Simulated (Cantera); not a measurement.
Cantera run, input and output.

```python
import numpy as np
import cantera as ct

gas = ct.Solution("SiF4_NH3_mec.yaml", "gas")
gas.TPX = 1700, 2666, {'NH3': 1, 'N2': 2.5}
reactor = ct.IdealGasConstPressureReactor(gas, energy="off", clone=False)
net = ct.ReactorNet([reactor])
net.rtol, net.atol = 1e-08, 1e-18
show = ['NH3', 'N2H4', 'N2', 'H', 'H2', 'N', 'NH']
times = np.geomspace(0.0005, 50, 12)

steps = ct.SolutionArray(gas, extra=["t"])
rows = []
print(f"{'t/s':>10s}{'T/K':>9s}{'P/Pa':>11s}" + "".join(f"{s:>11s}" for s in show))
for t in times:
    while net.time < t:
        t_next = net.step()
        steps.append(gas.state, t=t_next)
    rows.append([np.interp(t, steps.t, y) for y in (steps.T, steps.P, *steps(*show).X.T)])
    print(f"{t:10.3e}{rows[-1][0]:9.1f}{rows[-1][1]:11.4g}" + "".join(f"{x:11.3e}" for x in rows[-1][2:]))
rate = np.gradient(steps.T, steps.t)
print("integrator steps:", len(steps.t))
if steps.T.max() > steps.T[0] + 200:
    print(f"time of steepest temperature rise: {steps.t[rate.argmax()]:.4e} s")
gas.TPX = 1700, 2666, {'NH3': 1, 'N2': 2.5}
gas.equilibrate("TP")
print(f"equilibrium (TP): T = {gas.T:.1f} K  " + "  ".join(f"{s} {gas[s].X[0]:.3e}" for s in show))
```

It prints:

```
       t/s      T/K       P/Pa        NH3       N2H4         N2          H         H2          N         NH
 5.000e-04   1700.0       2666  2.857e-01  5.451e-13  7.143e-01  1.916e-08  8.310e-07  2.921e-15  5.341e-11
 1.424e-03   1700.0       2666  2.857e-01  4.921e-12  7.143e-01  1.921e-08  2.405e-06  9.735e-14  6.569e-10
 4.056e-03   1700.0       2666  2.857e-01  4.134e-11  7.143e-01  1.970e-08  6.948e-06  3.130e-12  8.068e-09
 1.155e-02   1700.0       2666  2.857e-01  3.372e-10  7.143e-01  2.451e-08  2.154e-05  4.636e-11  6.985e-08
 3.290e-02   1700.0       2666  2.855e-01  2.624e-09  7.142e-01  7.281e-08  1.049e-04  3.231e-10  3.648e-07
 9.369e-02   1700.0       2666  2.847e-01  1.096e-08  7.141e-01  4.978e-07  1.007e-03  3.136e-09  1.037e-06
 2.668e-01   1700.0       2666  2.810e-01  1.162e-08  7.135e-01  1.901e-06  5.257e-03  1.464e-08  1.403e-06
 7.600e-01   1700.0       2666  2.709e-01  9.407e-09  7.118e-01  5.329e-06  1.711e-02  4.671e-08  1.781e-06
 2.164e+00   1700.0       2666  2.454e-01  6.795e-09  7.075e-01  1.336e-05  4.686e-02  9.873e-08  2.034e-06
 6.164e+00   1700.0       2666  1.914e-01  4.135e-09  6.985e-01  3.107e-05  1.099e-01  1.355e-07  1.952e-06
 1.756e+01   1700.0       2666  1.084e-01  1.662e-09  6.847e-01  6.529e-05  2.068e-01  1.382e-07  1.521e-06
 5.000e+01   1700.0       2666  3.411e-02  2.923e-10  6.723e-01  1.234e-04  2.934e-01  1.141e-07  8.846e-07
integrator steps: 1119
equilibrium (TP): T = 1700.0 K  NH3 1.507e-07  N2H4 8.045e-20  N2 6.665e-01  H 5.242e-04  H2 3.330e-01  N 2.770e-11  NH 5.580e-11
```

Model: the gas-phase N/H chemistry of the illustrative SiF4/NH3 mechanism in the Surface Chemkin manual (1991), integrated in Cantera. Walls and surfaces, which speed up NH3 decomposition in real reactors, are not modelled.
